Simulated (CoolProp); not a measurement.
n-butane along the isotherm 294.5 K: Z from the reference equation and from simpler models built on Tc = 425.1 K, pc = 3796 kPa, ω = 0.201; each cubic takes its own stable root.

The numbers come from the reference Helmholtz-energy equation of state, Bücker 2006 in CoolProp.

```json
[
 {"p (kPa)": "750", "phase": "liquid", "reference": "0.03080"},
 {"p (kPa)": "1500", "phase": "liquid", "reference": "0.06148"},
 {"p (kPa)": "2250", "phase": "liquid", "reference": "0.09203"},
 {"p (kPa)": "3000", "phase": "liquid", "reference": "0.1225"},
 {"p (kPa)": "3750", "phase": "liquid", "reference": "0.1528"},
 {"p (kPa)": "4500", "phase": "liquid", "reference": "0.1830"},
 {"p (kPa)": "5250", "phase": "liquid", "reference": "0.2131"},
 {"p (kPa)": "6000", "phase": "liquid", "reference": "0.2430"},
 {"p (kPa)": "6750", "phase": "liquid", "reference": "0.2729"},
 {"p (kPa)": "7500", "phase": "liquid", "reference": "0.3027"},
 {"p (kPa)": "8250", "phase": "liquid", "reference": "0.3324"},
 {"p (kPa)": "9000", "phase": "liquid", "reference": "0.3620"},
 {"p (kPa)": "9750", "phase": "liquid", "reference": "0.3915"},
 {"p (kPa)": "10500", "phase": "liquid", "reference": "0.4209"},
 {"p (kPa)": "11200", "phase": "liquid", "reference": "0.4482"},
 {"p (kPa)": "12000", "phase": "liquid", "reference": "0.4794"}
]
```

Q: How far does each simpler model (van der Waals, Peng-Robinson) lie from the reference over these 16 states: mean and median of the absolute difference, and the worst?

A: 
- van der Waals: mean 56.1 %, median 55.6 %, worst +61.2 % at 294.5 K and 750 kPa
- Peng-Robinson: mean 5.5 %, median 5.5 %, worst -5.8 % at 294.5 K and 12000 kPa
